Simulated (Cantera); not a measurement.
## Si + Cl2 + H2 (silicon etching in halogen gases)

Charge: 1 mol Si, 7.6 mol Cl2, 13 mol H2, held at 0.133 bar.

Equilibrium computed with Cantera from the NASA thermochemical tables; the gas is ideal and each condensed phase is pure. Candidate condensed phases: Si; 19 gas species. The tables' values for SiCl3 are old estimates; treat these amounts as uncertain. The numbers say what is thermodynamically allowed, not how fast it happens.

```
T (°C)  x HCl   x H2  x SiCl4   x SiCl3
------  -----  -----  -------  --------
550     0.571  0.378   0.0510   1.97e-7
600     0.572  0.377   0.0509   8.58e-7
650     0.572  0.377   0.0509   3.17e-6
700     0.572  0.377   0.0508   1.02e-5
750     0.572  0.377   0.0507   2.93e-5
800     0.572  0.377   0.0505   7.59e-5
850     0.572  0.377   0.0503  0.000180
900     0.573  0.376   0.0498  0.000393
950     0.573  0.376   0.0491  0.000799
1000    0.574  0.375   0.0479   0.00151
1050    0.576  0.373   0.0459   0.00267
```
x: gas mole fraction; nothing condenses.

From 550 °C to 1050 °C nothing is condensed. The main Si-bearing gas is SiCl4 throughout.
